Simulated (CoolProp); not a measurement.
Model: reference Helmholtz-energy equation of state, Tillner-Roth 1997, in CoolProp.

### Question
For CH2F2 (R32), give the phase and the Z, isothermal compressibility (1/MPa), Prandtl number at 161.85 °C and 1.81 MPa; 161.85 °C and 14.5 MPa.

### Answer
- 161.85 °C and 1.81 MPa: gas; Z 0.944, isothermal compressibility 0.586, Prandtl number 0.750
- 161.85 °C and 14.5 MPa: supercritical; Z 0.582, isothermal compressibility 0.0927, Prandtl number 1.22

Viscosity comes from a separate model (Bell 2016), an estimate that may be off by 10 % or more. Thermal conductivity comes from a separate model (Huber 2003), an estimate that may be off by 10 % or more.
